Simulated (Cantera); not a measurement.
Cantera run, input and output.

```python
import numpy as np
import cantera as ct

gas = ct.Solution("gri30.yaml")
gas.TPX = 2000, 2666, {'NO': 1, 'N2': 0.11}
reactor = ct.IdealGasConstPressureReactor(gas, energy="off", clone=False)
net = ct.ReactorNet([reactor])
net.rtol, net.atol = 1e-08, 1e-18
show = ['NO', 'O2', 'N2', 'N2O', 'NO2', 'O']
times = np.geomspace(1e-05, 50, 10)

steps = ct.SolutionArray(gas, extra=["t"])
rows = []
print(f"{'t/s':>10s}{'T/K':>9s}{'P/Pa':>11s}" + "".join(f"{s:>11s}" for s in show))
for t in times:
    while net.time < t:
        t_next = net.step()
        steps.append(gas.state, t=t_next)
    rows.append([np.interp(t, steps.t, y) for y in (steps.T, steps.P, *steps(*show).X.T)])
    print(f"{t:10.3e}{rows[-1][0]:9.1f}{rows[-1][1]:11.4g}" + "".join(f"{x:11.3e}" for x in rows[-1][2:]))
rate = np.gradient(steps.T, steps.t)
print("integrator steps:", len(steps.t))
if steps.T.max() > steps.T[0] + 200:
    print(f"time of steepest temperature rise: {steps.t[rate.argmax()]:.4e} s")
gas.TPX = 2000, 2666, {'NO': 1, 'N2': 0.11}
gas.equilibrate("TP")
print(f"equilibrium (TP): T = {gas.T:.1f} K  " + "  ".join(f"{s} {gas[s].X[0]:.3e}" for s in show))
```

Output:

```
       t/s      T/K       P/Pa         NO         O2         N2        N2O        NO2          O
 1.000e-05   2000.0       2666  9.009e-01  4.591e-11  9.910e-02  2.513e-07  6.862e-11  2.514e-07
 5.550e-05   2000.0       2666  9.009e-01  1.416e-09  9.910e-02  1.393e-06  2.103e-09  1.396e-06
 3.081e-04   2000.0       2666  9.009e-01  4.364e-08  9.910e-02  7.665e-06  6.250e-08  7.759e-06
 1.710e-03   2000.0       2666  9.008e-01  1.385e-06  9.910e-02  4.061e-05  1.607e-06  4.364e-05
 9.491e-03   2000.0       2666  9.003e-01  5.554e-05  9.920e-02  1.735e-04  2.041e-05  2.545e-04
 5.268e-02   2000.0       2666  8.964e-01  1.632e-03  1.009e-01  2.922e-04  4.577e-05  6.844e-04
 2.924e-01   2000.0       2666  8.730e-01  1.321e-02  1.126e-01  2.642e-04  6.591e-05  8.327e-04
 1.623e+00   2000.0       2666  7.324e-01  8.312e-02  1.828e-01  1.588e-04  1.238e-04  1.369e-03
 9.008e+00   2000.0       2666  2.079e-01  3.446e-01  4.449e-01  9.921e-06  7.434e-05  2.451e-03
 5.000e+01   2000.0       2666  1.258e-02  4.422e-01  5.425e-01  8.614e-08  5.133e-06  2.742e-03
integrator steps: 931
equilibrium (TP): T = 2000.0 K  NO 9.289e-03  O2 4.438e-01  N2 5.441e-01  N2O 7.087e-08  NO2 3.797e-06  O 2.746e-03
```

Detailed kinetics in Cantera: GRI-Mech 3.0 (53 species, 325 reactions). Radical loss at walls, strong at low pressure, is not modelled.
